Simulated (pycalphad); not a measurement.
CALPHAD calculation (pycalphad, COST 507 light-alloy database (1999)), 1 atm. The database dates from 1999; later assessments differ in places, in temperatures and in the compounds included. Phase fractions are per mole of atoms.

Task: Give the equilibrium state of Al-2.297Si-2.975C (wt.%) at 1050 K.

Result: liquid, fraction 0.851, with 2.0 Si, <0.01 C wt.%; AL8SIC7, fraction 0.076, with 8.6 Si, 25.6 C wt.%; AL4C3, fraction 0.073, with 0.08 Si, 25.0 C wt.%.

Task: Give the equilibrium state of Al-2.297Si-2.975C (wt.%) at 1300 K.

Result: 
```
T = 1300.00 K, P = 101325 Pa, N = 1 mol of atoms
G = -66887 J/mol, H = 33678 J/mol, S = 77.36 J/(mol K)  (SER reference)
chemical potentials (J/mol): Al -66344, Si -86083, C -68235
phase             fraction      x(Al)      x(Si)       x(C)
LIQUID              0.8495     0.9751     0.0249    5.4e-06
AL4C3               0.1505     0.5705   0.000903     0.4286
```

Database names, with the compositions (at.%) that they take in these runs: AL4C3: Al 57 C 43; AL8SIC7: Al 50 C 44 Si 6.
